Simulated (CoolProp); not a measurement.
Saturated liquid density (kg/m³) of octamethylcyclotetrasiloxane (D4): the reference equation beside estimates from Tc = 313.4 °C, pc = 1.347 MPa, ω = 0.598. Rackett uses Z = 0.29056 − 0.08775 ω.

Model: reference Helmholtz-energy equation of state, Thol 2015, in CoolProp.

```tsv
T (°C)	reference	Rackett	van der Waals	Redlich-Kwong	Peng-Robinson
29.75	945.3	1105	532.2	789.5	937.8
36.05	938.1	1097	528.9	783.9	933.3
42.25	931.0	1088	525.6	?	928.7
48.55	923.7	1080	522.2	772.7	924.0
54.75	916.6	1072	518.8	766.9	919.1
60.95	909.4	1063	515.4	761.1	914.1
67.25	902.0	?	?	755.0	908.9
73.45	894.8	1046	508.2	748.9	903.6
79.75	887.3	1037	504.5	742.6	898.0
85.95	880.0	1029	500.9	736.2	?
92.15	872.6	1020	497.1	729.7	886.5
98.45	865.0	1011	493.3	723.0	880.4
104.65	857.5	1002	489.4	716.3	874.1
110.95	849.8	992.5	485.4	709.3	867.6
117.15	842.2	983.2	481.4	702.2	860.9
```

Problem. What belongs in the gaps?

Solution. 
- 42.25, Redlich-Kwong: 778.4
- 67.25, Rackett: 1055
- 67.25, van der Waals: 511.8
- 85.95, Peng-Robinson: 892.3

Absolute difference from the reference over all 15 rows, mean and median: Rackett 16.9 and 16.9 %, van der Waals 43.2 and 43.2 %, Redlich-Kwong 16.4 and 16.4 %, Peng-Robinson 1.1 and 1.0 %.
